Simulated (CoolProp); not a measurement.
Vapour-liquid equilibrium of cyclohexane (1) + n-dodecane (2) at 443.4 K; x and y are mole fractions of (1).

The numbers come from the multi-fluid Helmholtz-energy mixture model, Zhou 2014 and Lemmon 2004; pair parameters Bell 2016 in CoolProp.

```
x     bubble pressure, mixture model (MPa)  bubble pressure, Raoult's law (MPa)  y, mixture model  y, Raoult's law
----  ------------------------------------  -----------------------------------  ----------------  ---------------
0.05                               0.05632                              0.06853             0.494            0.593
0.2                                    [?]                               0.1861             0.827            0.874
0.35                                   [?]                               0.3037             0.913            0.937
0.5                                    [?]                               0.4213             0.952            0.965
0.65                                   [?]                               0.5389             0.974            0.981
0.8                                 0.6238                               0.6565             0.988            0.991
0.95                                   [?]                               0.7740               [?]            0.998
```

Task: What belongs in the gaps?

Result: 
- 0.2, bubble pressure, mixture model (MPa): 0.1455
- 0.35, bubble pressure, mixture model (MPa): 0.2475
- 0.5, bubble pressure, mixture model (MPa): 0.3623
- 0.65, bubble pressure, mixture model (MPa): 0.4885
- 0.95, bubble pressure, mixture model (MPa): 0.7654
- 0.95, y, mixture model: 0.997

The largest gap from Raoult's law is -21.8 % in bubble pressure, at x = 0.2. No azeotrope shows between x = 0.05 and 0.95.

Pair parameters are fitted to limited data, so mixtures are less certain than the pure fluids.
